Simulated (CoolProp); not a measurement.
Properties of cyclopentane at several states.

Values from CoolProp's reference Helmholtz-energy equation of state, Gedanitz 2015.

```tsv
T (K)	p (MPa)	phase	density (kg/m³)	cp (kJ/(kg K))	cv (kJ/(kg K))	speed of sound (m/s)	expansivity (1/kK)
344.8	1.3	liquid	693.5	2.051	1.466	979.8	1.573
354.9	3.58	liquid	685.9	2.096	1.511	953.2	1.588
383.9	0.0318	gas	0.7030	1.618	1.496	220.5	2.656
266.4	0.715	liquid	771.5	1.666	1.152	1377	1.214
```
